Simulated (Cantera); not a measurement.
# Fe(CO)5 + H2 (iron carbonyl, mercury and lead vapours)

Charge: 1 mol Fe(CO)5, a varied amount of H2, at 1025 K and 1 atm.

Cantera equilibrium calculation (NASA polynomials, part measured and part estimated; ideal gas, pure solids and liquids). Candidate condensed phases: C, C6H6, C7H8, C8H18, Fe, Fe(CO)5, FeO, Fe(OH)2, Fe(OH)3, Fe2O3, Fe3O4, H2O; 114 gas species. Condensed phases not in the tables: cementite and carbon dissolved in iron. The numbers say what is thermodynamically allowed, not how fast it happens.

| n(H2) (mol) | x H2 | x CO | x CO2 | x H2O | x CH4 | x C2H6 | n C(graphite) | n Fe(α) |
|---|---|---|---|---|---|---|---|---|
| 0.67 | 0.117 | 0.693 | 0.167 | 0.0218 | 0.00102 | 1.93e-9 | 0.896 | 1.00 |
| 1.3 | 0.202 | 0.625 | 0.136 | 0.0339 | 0.00304 | 1.00e-8 | 0.897 | 1.00 |
| 2.7 | 0.339 | 0.514 | 0.0921 | 0.0468 | 0.00853 | 4.70e-8 | 0.875 | 1.00 |
| 5.3 | 0.490 | 0.388 | 0.0525 | 0.0512 | 0.0179 | 1.43e-7 | 0.788 | 1.00 |
| 11 | 0.648 | 0.254 | 0.0225 | 0.0442 | 0.0313 | 3.30e-7 | 0.516 | 1.00 |
| 21 | 0.759 | 0.158 | 0.00888 | 0.0330 | 0.0418 | 5.04e-7 | 0 | 1.00 |
| 42 | 0.857 | 0.0770 | 0.00344 | 0.0295 | 0.0329 | 2.77e-7 | 0 | 1.00 |
| 84 | 0.919 | 0.0342 | 0.00108 | 0.0225 | 0.0236 | 1.32e-7 | 0 | 1.00 |
x: gas mole fraction; n: condensed amount in mol.

From 0.67 mol H2 to 11 mol H2 the condensed part is C(graphite) + Fe(α). From 21 mol H2 to 84 mol H2 the condensed part is Fe(α).
